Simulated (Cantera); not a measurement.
Standard-state values (1 bar) from the NASA 1993 polynomials, evaluated with Cantera. Values are per mole of reaction as written; species without (g) are pure solids or liquids, kept so even where they would boil at 1 bar. TaC: taken at fixed stoichiometry.

### Question
Between 300 and 1250 K, where is each reaction favourable under standard conditions?
- 3 C2H2(g) + 4 Ta ⇌ 2 CH3(g) + 4 TaC

### Answer
- 3 C2H2(g) + 4 Ta ⇌ 2 CH3(g) + 4 TaC: ΔG° is -904 kJ at 300 K and -702 kJ at 1250 K; it stays negative (K > 1). ΔH° is -965 kJ and ΔS° -210 J/K at 1250 K.
